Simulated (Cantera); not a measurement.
A perfectly stirred reactor is fed with C₃H₈ : H₂ = 1 : 10 (molar parts), at 0.285 Torr; it is held at 1450 K, and followed from long to short residence time.

Computed with Cantera and GRI-Mech 3.0 (53 species, 325 reactions). GRI-Mech 3.0 was tuned for natural gas; its chemistry of propane as a main component is partial and can be far from experiment. GRI-Mech 3.0 stops at C3 and has no aromatics, soot or wall deposition, so with more carbon than oxygen in the feed, carbon stays in small species such as C2H2 where larger ones or solid carbon would form. Radical loss at walls, strong at low pressure, is not modelled.

x: mole fraction; the columns are a selection and need not sum to one.

| τ (s) | x C₃H₈ | x H₂ | x C₂H₄ | x CH₄ | x C₂H |
|---|---|---|---|---|---|
| 7.3 | 0.000177 | 0.850 | 0.00403 | 0.0663 | 1.36e-7 |
| 2.3 | 0.000512 | 0.842 | 0.00957 | 0.0777 | 1.35e-7 |
| 0.71 | 0.00148 | 0.837 | 0.0208 | 0.0836 | ? |
| 0.22 | 0.00412 | 0.835 | 0.0366 | 0.0833 | ? |
| 0.068 | 0.0111 | 0.838 | 0.0493 | 0.0749 | ? |
| 0.021 | 0.0306 | 0.854 | 0.0454 | 0.0520 | ? |
| 0.0066 | 0.0671 | 0.887 | 0.0181 | 0.0164 | 3.02e-10 |
| 0.0021 | 0.0858 | 0.904 | 0.00325 | 0.00199 | 1.95e-12 |
| 0.00064 | 0.0899 | 0.908 | 0.000387 | 0.000153 | <1e-12 |
| 0.00020 | 0.0906 | 0.909 | 3.42e-5 | 1.32e-5 | <1e-12 |

**Question.** What belongs in the gaps?

**Answer.** 
- 0.71, x C₂H: 1.24e-7
- 0.22, x C₂H: 9.58e-8
- 0.068, x C₂H: 5.23e-8
- 0.021, x C₂H: 1.10e-8
